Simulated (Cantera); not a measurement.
A closed system holds: 1 mol SiHCl₃, 2 mol NH₃, 0.85 mol H₂, held at 0.760 bar.

Method: chemical equilibrium by Gibbs-energy minimisation in Cantera with the NASA 1993 tables (ideal gas, pure condensed phases). Candidate condensed phases: NH₄Cl, Si, Si₃N₄; 28 gas species. The tables' values for SiCl₃, SiCl are old estimates; treat these amounts as uncertain. Gases not in the tables: Si₂H₆ and higher silanes. Equilibrium is a limit: real reactors are often held back by kinetics, nucleation or transport.

log p: log10 of the partial pressure in bar; n: condensed amount in mol.

```tsv
T (°C)	log p H₂	log p HCl	log p N₂	log p SiCl₂	log p SiCl₃	log p SiCl₄	log p SiHCl₃	n Si₃N₄(s)
1375	-0.40	-0.61	-1.16	-1.62	-2.02	-2.07	-2.63	0.211
1400	-0.40	-0.63	-1.14	-1.54	-2.00	-2.15	-2.66	0.199
1425	-0.39	-0.64	-1.13	-1.46	-2.00	-2.23	-2.70	0.186
1450	-0.39	-0.66	-1.11	-1.39	-2.00	-2.33	-2.75	0.173
1475	-0.39	-0.68	-1.09	?	-2.01	?	-2.80	?
1500	-0.39	-0.70	-1.08	-1.28	-2.02	-2.54	-2.86	0.143
1525	-0.39	-0.72	-1.06	-1.23	-2.05	-2.65	-2.93	0.128
1550	-0.39	-0.74	-1.05	-1.19	-2.07	-2.77	-2.99	0.113
1575	-0.38	-0.77	-1.03	-1.15	-2.11	-2.90	-3.07	0.0979
1600	-0.38	-0.79	-1.02	-1.11	-2.15	-3.03	-3.14	0.0830
1625	-0.38	-0.82	-1.01	-1.08	-2.19	?	?	?
1650	-0.38	-0.84	-1.00	-1.06	-2.23	-3.29	-3.30	0.0545
1675	-0.37	-0.87	-0.99	-1.03	-2.28	-3.42	-3.38	0.0410
```

Q: Fill in the missing entries.

A: 
- 1475, log p SiCl₂: -1.33
- 1475, log p SiCl₄: -2.43
- 1475, n Si₃N₄(s): 0.158
- 1625, log p SiCl₄: -3.16
- 1625, log p SiHCl₃: -3.22
- 1625, n Si₃N₄(s): 0.0685
